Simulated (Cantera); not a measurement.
## Pyrogenic steam for wet oxidation

An isothermal, constant-pressure homogeneous reactor starts with H₂ : O₂ : N₂ = 1.1 : 1 : 1.9 (molar parts), equivalence ratio 0.55, at 1175 K and 0.680 bar.

Cantera simulation using the H2/O2 subset of GRI-Mech 3.0, which has no nitrogen chemistry; the numbers are that mechanism's predictions, not measurements. The temperature is held fixed by assumption; the heat of reaction is taken as removed at once.

```json
[
 {"t (s)": "8.00e-6", "x H₂": "0.275", "x O₂": "0.250", "x H₂O₂": "7.08e-11", "x OH": "5.70e-9", "x HO₂": "2.31e-8"},
 {"t (s)": "5.50e-5", "x H₂": "0.131", "x O₂": "0.187", "x H₂O₂": "1.06e-5", "x OH": "0.00693", "x HO₂": "0.000130"},
 {"t (s)": "0.000378", "x H₂": "0.00113", "x O₂": "0.131", "x H₂O₂": "4.49e-6", "x OH": "0.000261", "x HO₂": "4.03e-5"},
 {"t (s)": "0.00260", "x H₂": "5.79e-5", "x O₂": "0.130", "x H₂O₂": "3.45e-7", "x OH": "5.99e-5", "x HO₂": "3.10e-6"},
 {"t (s)": "0.0179", "x H₂": "3.02e-7", "x O₂": "0.130", "x H₂O₂": "4.19e-8", "x OH": "1.93e-5", "x HO₂": "6.72e-8"},
 {"t (s)": "0.123", "x H₂": "1.94e-8", "x O₂": "0.130", "x H₂O₂": "6.23e-9", "x OH": "7.07e-6", "x HO₂": "1.29e-8"},
 {"t (s)": "0.846", "x H₂": "8.15e-9", "x O₂": "0.130", "x H₂O₂": "1.89e-9", "x OH": "3.79e-6", "x HO₂": "1.14e-8"},
 {"t (s)": "5.82", "x H₂": "8.05e-9", "x O₂": "0.130", "x H₂O₂": "1.81e-9", "x OH": "3.71e-6", "x HO₂": "1.15e-8"},
 {"t (s)": "40.0", "x H₂": "8.05e-9", "x O₂": "0.130", "x H₂O₂": "1.81e-9", "x OH": "3.71e-6", "x HO₂": "1.15e-8"}
]
```
x: mole fraction; the columns are a selection and need not sum to one.

Equilibrium at this temperature and pressure: H₂ 8.05e-9, O₂ 0.130, H₂O₂ 1.81e-9, OH 3.71e-6, HO₂ 1.15e-8 (gas phase only).
